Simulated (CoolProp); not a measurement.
Vapour pressure (kPa) of neopentane: the reference equation beside estimates from Tc = 433.7 K, pc = 3196 kPa, ω = 0.196. Clausius-Clapeyron is anchored at 349.3 K with a constant enthalpy of vaporisation of 18.32 kJ/mol.

Values from CoolProp's reference Helmholtz-energy equation of state, Lemmon 2006. It is a short technical equation, of lower accuracy than the large ones.

| T (K) | reference | Clausius-Clapeyron | Redlich-Kwong | Soave-Redlich-Kwong | Peng-Robinson |
|---|---|---|---|---|---|
| 334.5 | 476.4 | 511.4 | 602.1 | 478.7 | 473.7 |
| 341.9 | 569.8 | 589.8 | 707.0 | 573.4 | 566.9 |
| 349.3 | 676.1 | 676.1 | 823.9 | 681.2 | 673.1 |
| 356.7 | 796.3 | 770.7 | 953.4 | 803.4 | 793.5 |
| 364.2 | 933.4 | 875.3 | 1098 | 942.8 | 931.2 |
| 371.6 | 1085 | 987.4 | 1255 | 1097 | 1084 |
| 379 | 1254 | 1109 | 1427 | 1269 | 1254 |
| 386.4 | 1441 | 1239 | 1613 | 1459 | 1443 |
| 393.8 | 1648 | 1379 | 1815 | 1669 | 1653 |
| 401.2 | 1877 | 1529 | 2033 | 1900 | 1884 |
| 408.7 | 2132 | 1692 | 2271 | 2157 | 2142 |

Absolute difference from the reference over all 11 rows, mean and median: Clausius-Clapeyron 10.0 and 9.0 %, Redlich-Kwong 16.0 and 15.7 %, Soave-Redlich-Kwong 1.0 and 1.1 %, Peng-Robinson 0.3 and 0.4 %.
